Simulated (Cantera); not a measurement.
A closed system holds: 1 mol BF3, 8.2 mol O2, 29 mol N2, held at 1273 K and 450 Torr.

Method: chemical equilibrium by Gibbs-energy minimisation in Cantera with the NASA 1993 tables (ideal gas, pure condensed phases). Candidate condensed phases: B, BN, B2O3; 31 gas species. Equilibrium is a limit: real reactors are often held back by kinetics, nucleation or transport.

Base state: N2 0.759, O2 0.214, BF3 0.0262, NO 0.000328 (mole fractions); condensed: gas only.

**Question.** What changes in the equilibrium state with this change: BF3 replaced by B2O3?

**Answer.** 
| species | before | after |
|---|---|---|
| N2 | 0.759 | 0.779 |
| O2 | 0.214 | 0.220 |
| NO | 0.000328 | 0.000337 |
| BF3 | 0.0262 | 0 |
| B2O3(l), mol | 0 | 1.000 |
